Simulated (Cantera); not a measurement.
A closed system holds: 1 mol CsOH, 2.4 mol H2, held at 1800 °C and 0.100 bar.

Method: chemical equilibrium by Gibbs-energy minimisation in Cantera with the NASA 1993 tables (ideal gas, pure condensed phases). Candidate condensed phases: Cs, CsOH, H2O; 15 gas species. Kinetics and transport are ignored.

Base state: H2 0.532, Cs 0.197, H2O 0.197, CsOH 0.0666, H 0.00607, OH 0.000256 (mole fractions); condensed: gas only.

**Question.** What changes in the equilibrium state with this change: H2 from 2.4 to 0.037 mol?

**Answer.** 
| species | before | after |
|---|---|---|
| CsOH | 0.0666 | 0.692 |
| Cs | 0.197 | 0.165 |
| H2O | 0.197 | 0.112 |
| H2 | 0.532 | 0.00111 |
| O2 | 3.32e-7 | 0.0246 |
| O | 2.10e-6 | 0.000570 |
| CsO | 5.68e-6 | 0.00129 |
| Cs2O | 8.17e-8 | 1.55e-5 |
| H | 0.00607 | 0.000278 |

**Question.** What changes in the equilibrium state with this change: pressure from 0.100 bar to 0.0480 bar?

**Answer.** 
```json
[
 {"species": "H2", "before": "0.532", "after": "0.520"},
 {"species": "Cs", "before": "0.197", "after": "0.209"},
 {"species": "H2O", "before": "0.197", "after": "0.209"},
 {"species": "CsOH", "before": "0.0666", "after": "0.0525"},
 {"species": "OH", "before": "0.000256", "after": "0.000396"},
 {"species": "H", "before": "0.00607", "after": "0.00866"}
]
```
